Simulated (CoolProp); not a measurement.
Vapour-liquid equilibrium of ethylene (1) + isobutane (2) at -73.75 °C; x and y are mole fractions of (1).

The numbers come from the multi-fluid Helmholtz-energy mixture model, Smukala 2000 and Bücker 2006; pair parameters Bell 2016 in CoolProp.

```json
[
 {"x": "0.05", "bubble pressure, mixture model (bar)": "0.2130", "bubble pressure, Raoult's law (bar)": "0.2569", "y, mixture model": "0.835", "y, Raoult's law": "0.865"},
 {"x": "0.125", "bubble pressure, mixture model (bar)": "0.4900", "bubble pressure, Raoult's law (bar)": "0.5874", "y, mixture model": "0.933", "y, Raoult's law": "0.946"},
 {"x": "0.2", "bubble pressure, mixture model (bar)": "0.7819", "bubble pressure, Raoult's law (bar)": "0.9180", "y, mixture model": "0.961", "y, Raoult's law": "0.968"},
 {"x": "0.275", "bubble pressure, mixture model (bar)": "1.088", "bubble pressure, Raoult's law (bar)": "1.249", "y, mixture model": "0.974", "y, Raoult's law": "0.979"},
 {"x": "0.35", "bubble pressure, mixture model (bar)": "1.408", "bubble pressure, Raoult's law (bar)": "1.579", "y, mixture model": "0.982", "y, Raoult's law": "0.985"},
 {"x": "0.425", "bubble pressure, mixture model (bar)": "1.739", "bubble pressure, Raoult's law (bar)": "1.910", "y, mixture model": "0.987", "y, Raoult's law": "0.989"},
 {"x": "0.5", "bubble pressure, mixture model (bar)": "2.079", "bubble pressure, Raoult's law (bar)": "2.240", "y, mixture model": "0.990", "y, Raoult's law": "0.992"},
 {"x": "0.575", "bubble pressure, mixture model (bar)": "2.426", "bubble pressure, Raoult's law (bar)": "2.571", "y, mixture model": "0.993", "y, Raoult's law": "0.994"},
 {"x": "0.65", "bubble pressure, mixture model (bar)": "2.778", "bubble pressure, Raoult's law (bar)": "2.901", "y, mixture model": "0.995", "y, Raoult's law": "0.996"},
 {"x": "0.725", "bubble pressure, mixture model (bar)": "3.132", "bubble pressure, Raoult's law (bar)": "3.232", "y, mixture model": "0.996", "y, Raoult's law": "0.997"},
 {"x": "0.8", "bubble pressure, mixture model (bar)": "3.487", "bubble pressure, Raoult's law (bar)": "3.562", "y, mixture model": "0.998", "y, Raoult's law": "0.998"},
 {"x": "0.875", "bubble pressure, mixture model (bar)": "3.842", "bubble pressure, Raoult's law (bar)": "3.893", "y, mixture model": "0.999", "y, Raoult's law": "0.999"},
 {"x": "0.95", "bubble pressure, mixture model (bar)": "4.200", "bubble pressure, Raoult's law (bar)": "4.223", "y, mixture model": "0.999", "y, Raoult's law": "1.000"}
]
```

The largest gap from Raoult's law is -17.1 % in bubble pressure, at x = 0.05. No azeotrope shows between x = 0.05 and 0.95.

The pair parameters rest on a limited set of measurements; away from them the model extrapolates.
